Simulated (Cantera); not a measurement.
Input: 1 mol Ti, 4.3 mol H2O, 4 mol CO, at 1227 °C and 0.133 bar.

These are equilibrium values from Cantera (NASA tables, ideal gas, pure condensed phases), not measurements of a reactor. Candidate condensed phases: C, C6H6, C7H8, C8H18, H2O, Ti, TiC, TiO, TiO2, Ti2O3, Ti3O5, Ti4O7; 113 gas species. Gases not in the tables: TiO(OH)2. Kinetics and transport are ignored.

Base state: CO 0.394, H2 0.329, H2O 0.189, CO2 0.0878, H 2.76e-5 (mole fractions); condensed: TiO2(rutile).

Question: What changes in the equilibrium state with this change: Ti replaced by Fe?

Answer: 
```csv
species,before,after
CO,0.394,0.346
H2O,0.189,0.261
H2,0.329,0.257
CO2,0.0878,0.136
H,2.76e-5,2.44e-5
"TiO2(rutile), mol",1.00,0
"FeO(s), mol",0,1.000
```
The tables' stoichiometric FeO is somewhat more stable than real wüstite, so its field is too wide. FeO: taken at fixed stoichiometry. Further candidate phases: Fe, Fe(CO)5, FeO, Fe(OH)2, Fe(OH)3, Fe2O3, Fe3O4.

Question: What changes in the equilibrium state with this change: H2O from 4.3 to 0.29 mol?

Answer: 
```tsv
species	before	after
CO	0.394	0.924
H2	0.329	0.0762
CO2	0.0878	0.000119
H2O	0.189	2.54e-5
H	2.76e-5	1.33e-5
TiO2(rutile), mol	1.00	0
TiC(s), mol	0	0.484
Ti2O3(s), mol	0	0.258
```
Mutual solubility and eutectic melting of coexisting phases are not modelled. TiC: taken at fixed stoichiometry.
